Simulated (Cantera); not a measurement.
What does this Cantera script print?

```python
import numpy as np
import cantera as ct

gas = ct.Solution("gri30.yaml")
gas.TPX = 1373, 120000, {'CH4': 0.0098, 'O2': 0.0026, 'N2': 1}
reactor = ct.IdealGasConstPressureReactor(gas, energy="off", clone=False)
net = ct.ReactorNet([reactor])
net.rtol, net.atol = 1e-08, 1e-18
show = ['CH4', 'O2', 'CO', 'CH2CO', 'CH2O']
times = np.geomspace(2e-06, 40, 12)

steps = ct.SolutionArray(gas, extra=["t"])
rows = []
print(f"{'t/s':>10s}{'T/K':>9s}{'P/Pa':>11s}" + "".join(f"{s:>11s}" for s in show))
for t in times:
    while net.time < t:
        t_next = net.step()
        steps.append(gas.state, t=t_next)
    rows.append([np.interp(t, steps.t, y) for y in (steps.T, steps.P, *steps(*show).X.T)])
    print(f"{t:10.3e}{rows[-1][0]:9.1f}{rows[-1][1]:11.4g}" + "".join(f"{x:11.3e}" for x in rows[-1][2:]))
rate = np.gradient(steps.T, steps.t)
print("integrator steps:", len(steps.t))
if steps.T.max() > steps.T[0] + 200:
    print(f"time of steepest temperature rise: {steps.t[rate.argmax()]:.4e} s")
gas.TPX = 1373, 120000, {'CH4': 0.0098, 'O2': 0.0026, 'N2': 1}
gas.equilibrate("TP")
print(f"equilibrium (TP): T = {gas.T:.1f} K  " + "  ".join(f"{s} {gas[s].X[0]:.3e}" for s in show))
```

It prints:

```
       t/s      T/K       P/Pa        CH4         O2         CO      CH2CO       CH2O
 2.000e-06   1373.0    1.2e+05  9.680e-03  2.568e-03  3.215e-19  1.568e-29  2.036e-14
 9.221e-06   1373.0    1.2e+05  9.680e-03  2.568e-03  8.994e-17  7.140e-26  5.454e-13
 4.251e-05   1373.0    1.2e+05  9.680e-03  2.568e-03  8.032e-15  2.938e-22  1.538e-11
 1.960e-04   1373.0    1.2e+05  9.680e-03  2.568e-03  2.928e-13  3.174e-19  3.762e-10
 9.035e-04   1373.0    1.2e+05  9.680e-03  2.568e-03  1.633e-11  3.513e-16  8.881e-09
 4.166e-03   1373.0    1.2e+05  9.678e-03  2.568e-03  2.024e-09  5.358e-13  1.961e-07
 1.920e-02   1373.0    1.2e+05  9.667e-03  2.565e-03  2.054e-07  2.353e-10  2.354e-06
 8.854e-02   1373.0    1.2e+05  9.585e-03  2.539e-03  1.130e-05  3.820e-08  1.330e-05
 4.082e-01   1373.0    1.2e+05  8.636e-03  2.165e-03  2.710e-04  4.611e-06  1.524e-05
 1.882e+00   1373.0    1.2e+05  5.113e-03  1.392e-04  1.739e-03  2.488e-06  4.986e-07
 8.676e+00   1373.0    1.2e+05  4.088e-03  1.760e-07  1.806e-03  8.099e-08  5.797e-09
 4.000e+01   1373.0    1.2e+05  2.314e-03  1.243e-15  1.799e-03  9.118e-08  2.449e-09
integrator steps: 1579
equilibrium (TP): T = 1373.0 K  CH4 9.563e-05  O2 1.796e-26  CO 5.075e-03  CH2CO 1.793e-10  CH2O 4.652e-11
```

Cantera simulation using GRI-Mech 3.0 (53 species, 325 reactions); the numbers are that mechanism's predictions, not measurements. GRI-Mech 3.0 stops at C3 and has no aromatics, soot or wall deposition, so with more carbon than oxygen in the feed, carbon stays in small species such as C2H2 where larger ones or solid carbon would form.
